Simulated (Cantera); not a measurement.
Input (Python, Cantera):

```python
import numpy as np
import cantera as ct

surf = ct.Interface("diamond.yaml", "diamond_100")
gas, bulk = surf.adjacent["gas"], surf.adjacent["diamond"]
k = surf.kinetics_species_index(bulk.species_names[0])
cover = ["c6HH", "c6H*", "c6*H", "c6**", "c6HM", "c6B"]

rows, drift = [], 0.0
print(f"{'T':>10s}{'um/h':>11s}" + "".join(f"{s:>11s}" for s in cover))
for v in [925, 975, 1025, 1075, 1125, 1175, 1225, 1275, 1325, 1375]:
    T, P, xH, xCH3 = v, 22000, 0.0018, 1.3e-05
    gas.TPX = T, P, {"H": xH, "CH3": xCH3, "CH4": 0.0054, "H2": 1 - xH - xCH3 - 0.0054}
    surf.TP = bulk.TP = T, P
    surf.coverages = "c6H*:0.1, c6HH:0.9"
    surf.advance_coverages(100.0)
    before = surf.coverages
    surf.advance_coverages(100.0)
    drift = max(drift, np.max(np.abs(surf.coverages - before) / (surf.coverages + 1e-9)))
    rate = surf.net_production_rates[k] * bulk.mean_molecular_weight / bulk.density * 3.6e9
    rows.append([rate, *surf[cover].coverages])
    print(f"{v:10.4g}{rate:11.4e}" + "".join(f"{x:11.3e}" for x in rows[-1][1:]))
```

Output:

```
         T       um/h       c6HH       c6H*       c6*H       c6**       c6HM        c6B
       925 1.0221e+00  6.637e-01  1.220e-02  3.119e-01  5.324e-03  5.364e-03  2.773e-09
       975 1.3096e+00  6.177e-01  1.610e-02  3.526e-01  7.843e-03  4.253e-03  3.554e-09
      1025 1.5865e+00  5.743e-01  2.046e-02  3.895e-01  1.100e-02  3.331e-03  4.305e-09
      1075 1.7678e+00  5.343e-01  2.518e-02  4.221e-01  1.475e-02  2.488e-03  4.797e-09
      1125 1.7202e+00  4.982e-01  3.015e-02  4.500e-01  1.900e-02  1.664e-03  4.668e-09
      1175 1.4008e+00  4.662e-01  3.526e-02  4.733e-01  2.361e-02  9.335e-04  3.801e-09
      1225 9.9606e-01  4.385e-01  4.040e-02  4.919e-01  2.836e-02  4.379e-04  2.703e-09
      1275 7.0828e-01  4.149e-01  4.548e-02  5.061e-01  3.306e-02  1.834e-04  1.922e-09
      1325 5.6607e-01  3.955e-01  5.042e-02  5.164e-01  3.748e-02  7.350e-05  1.536e-09
      1375 5.0485e-01  3.800e-01  5.518e-02  5.231e-01  4.149e-02  2.924e-05  1.370e-09
```

Model: the Harris–Goodwin 1993 mechanism for the reconstructed diamond (100) surface, integrated in Cantera.
